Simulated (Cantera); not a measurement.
## Dilute partial oxidation

An isothermal, constant-pressure homogeneous reactor starts with CH₃OH : O₂ : N₂ = 0.025 : 0.015 : 1 (molar parts), at 1600 K and 10.0 bar.

Detailed kinetics in Cantera: GRI-Mech 3.0 (53 species, 325 reactions). GRI-Mech 3.0 was tuned for natural gas; its chemistry of methanol as a main component is partial and can be far from experiment.

| t (s) | x CH₃OH | x O₂ | x NO | x C₂H | x CO | x CO₂ | x CH₃ |
|---|---|---|---|---|---|---|---|
| 0.000500 | 1.33e-9 | 1.55e-8 | 1.19e-6 | <1e-12 | 0.0185 | 0.00471 | 1.12e-7 |
| 0.00168 | 4.82e-10 | 1.07e-9 | 8.72e-7 | <1e-12 | 0.0183 | 0.00499 | 4.09e-8 |
| 0.00562 | 1.52e-10 | 8.56e-11 | 5.40e-7 | <1e-12 | 0.0181 | 0.00516 | 1.33e-8 |
| 0.0188 | 5.49e-11 | 9.23e-12 | 2.88e-7 | <1e-12 | 0.0180 | 0.00527 | 5.15e-9 |
| 0.0631 | 3.94e-11 | 4.00e-12 | 8.60e-8 | <1e-12 | 0.0179 | 0.00539 | 3.86e-9 |
| 0.212 | 3.75e-11 | 3.85e-12 | 8.51e-9 | <1e-12 | 0.0178 | 0.00549 | 3.71e-9 |
| 0.709 | 3.44e-11 | 3.85e-12 | 7.22e-9 | <1e-12 | 0.0178 | 0.00550 | 3.40e-9 |
| 2.38 | 2.53e-11 | 3.85e-12 | 7.58e-9 | <1e-12 | 0.0178 | 0.00550 | 2.51e-9 |
| 7.97 | 8.91e-12 | 3.85e-12 | 7.99e-9 | <1e-12 | 0.0178 | 0.00550 | 8.68e-10 |
| 26.7 | <1e-12 | 3.86e-12 | 8.07e-9 | <1e-12 | 0.0178 | 0.00550 | 2.72e-11 |
| 89.5 | <1e-12 | 3.86e-12 | 8.07e-9 | <1e-12 | 0.0178 | 0.00550 | 3.23e-12 |
| 300 | <1e-12 | 3.86e-12 | 8.10e-9 | <1e-12 | 0.0178 | 0.00550 | 3.23e-12 |
x: mole fraction; the columns are a selection and need not sum to one.

Equilibrium at this temperature and pressure: CH₃OH <1e-12, O₂ 3.86e-12, NO 9.05e-9, C₂H <1e-12, CO 0.0178, CO₂ 0.00550, CH₃ 3.51e-12 (gas phase only).
